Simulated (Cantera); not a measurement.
# Ignition delay

Mixture: CH4 : O2 : N2 : H2O = 1 : 1.25 : 6.25 : 0.41 (molar parts), equivalence ratio 1.6, at 1.68 atm, adiabatic and at constant pressure. Ignition delay is the time to a rise of 400 K.

Computed with Cantera and GRI-Mech 3.0 (53 species, 325 reactions).

```csv
T0 (K),delay (ms)
1273,20.7
1373,6.03
1473,1.89
1573,0.654
1673,0.255
1773,0.114
1873,0.0580
```

```yaml
apparent activation energy between 1673 and 1873 K: 190 kJ/mol
```
